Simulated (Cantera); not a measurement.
Low-pressure radical oxidation in H2/O2

A perfectly stirred reactor is fed with 1.60 % H₂, 93.9 % O₂, 4.51 % H₂O, at 0.0132 atm; it is held at 1198 K, and followed from long to short residence time.

Detailed kinetics in Cantera: the H2/O2 subset of GRI-Mech 3.0, which has no nitrogen chemistry. Radical loss at walls, strong at low pressure, is not modelled.

```
τ (s)       x H₂   x O₂       x O      x OH   x H₂O    x HO₂       x H
------  --------  -----  --------  --------  ------  -------  --------
27       1.15e-5  0.938  0.000150  0.000266  0.0614  2.44e-7   2.75e-6
7.3      2.65e-5  0.938  0.000357  0.000410  0.0613  4.70e-7   1.01e-5
2.0      5.95e-5  0.937  0.000825  0.000624  0.0611  8.32e-7   3.54e-5
0.54    0.000132  0.936   0.00185  0.000939  0.0608  1.35e-6  0.000120
0.15    0.000280  0.934   0.00373   0.00135  0.0602  1.96e-6  0.000349
0.040   0.000599  0.931   0.00645   0.00184  0.0593  2.54e-6  0.000829
0.011    0.00133  0.929   0.00840   0.00228  0.0580  2.95e-6   0.00137
0.0030   0.00338  0.929   0.00793   0.00262  0.0556  3.18e-6   0.00159
```
x: mole fraction; the columns are a selection and need not sum to one.
